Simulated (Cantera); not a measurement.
Charge: 1 mol Fe(CO)5, 1.5 mol O2, 8.8 mol N2, equilibrated at 677 °C and 0.880 bar.

These are equilibrium values from Cantera (NASA tables, ideal gas, pure condensed phases), not measurements of a reactor. Candidate condensed phases: C, Fe, Fe(CO)5, FeO, Fe2O3, Fe3O4; 27 gas species. The tables' stoichiometric FeO is somewhat more stable than real wüstite, so its field is too wide. FeO: taken at fixed stoichiometry. The numbers say what is thermodynamically allowed, not how fast it happens.

Base state: N2 0.638, CO 0.217, CO2 0.145 (mole fractions); condensed: FeO(s).

**Question.** What changes in the equilibrium state with this change: Fe(CO)5 replaced by Hg?

**Answer.** 
| species | before | after |
|---|---|---|
| N2 | 0.638 | 0.779 |
| O2 | <1e-9 | 0.133 |
| Hg | 0 | 0.0885 |
| CO | 0.217 | 0 |
| CO2 | 0.145 | 0 |
| NO | <1e-9 | 1.39e-5 |
| FeO(s), mol | 1.00 | 0 |
Further candidate phases: Hg, HgO.
